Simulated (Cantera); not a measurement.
A closed system holds: 1 mol NH₃, 0.067 mol H₂O, 0.73 mol N₂, equilibrated at 1723 K and 1.00 bar.

These are equilibrium values from Cantera (NASA tables, ideal gas, pure condensed phases), not measurements of a reactor. Candidate condensed phases: H₂O; 24 gas species. Rates play no part.

Base state: H₂ 0.536, N₂ 0.440, H₂O 0.0240, H 0.000134 (mole fractions); condensed: gas only.

What changes in the equilibrium state with this change: pressure from 1.00 bar to 13.3 mbar?


```json
[
 {"species": "H₂", "before": "0.536", "after": "0.535"},
 {"species": "N₂", "before": "0.440", "after": "0.440"},
 {"species": "H₂O", "before": "0.0240", "after": "0.0239"},
 {"species": "H", "before": "0.000134", "after": "0.00116"}
]
```
